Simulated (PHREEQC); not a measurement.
Consider water at 25 °C with 0.25 mol HNO3, 0.16 mol CaCl2 and 0.0013 mol MnSO4 per kg of water. Closed to the air; pH follows from the charge balance.

The numbers come from PHREEQC with the ion-association model, phreeqc.dat.

No solid was allowed to form.

**Question.** Estimate the pH.

**Answer.** pH 0.73.

**Question.** In which forms is S present?

**Answer.** HSO4- 51 %, CaHSO4+ 24 %, CaSO4 13 %, SO4-2 12 % of the S.

Ionic strength above about 0.7 mol/kgw puts this run outside the model's range.
